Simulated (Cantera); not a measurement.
**Diamond growth**

A diamond (100) surface in a fixed gas of H2 with x(CH4) = 0.005, x(CH3) = 0.0015, at 1400 K, 143 Torr; coverages are run to steady state.

Model: the Harris–Goodwin 1993 mechanism for the reconstructed diamond (100) surface, integrated in Cantera.

```tsv
x(H)	growth (µm/h)	θ c6HH	θ c6H*	θ c6*H	θ c6**	θ c6HM
0.0001	0.713	0.711	0.0278	0.254	0.00290	0.000640
0.0002	2.88	0.596	0.0384	0.351	0.00703	0.000909
0.0004	8.80	0.495	0.0472	0.432	0.0143	0.00118
0.00079	20.3	0.424	0.0531	0.485	0.0244	0.00145
0.0016	37.9	0.377	0.0565	0.517	0.0366	0.00172
0.0032	59.2	0.351	0.0583	0.532	0.0478	0.00192
0.0063	83.6	0.337	0.0592	0.539	0.0561	0.00203
0.013	118	0.329	0.0598	0.543	0.0618	0.00200
0.025	161	0.326	0.0604	0.544	0.0650	0.00185
```
θ: site fractions in the mechanism's names (c6HH fully hydrogenated, c6H* and c6*H radical sites, c6** diradical, c6HM methylated).
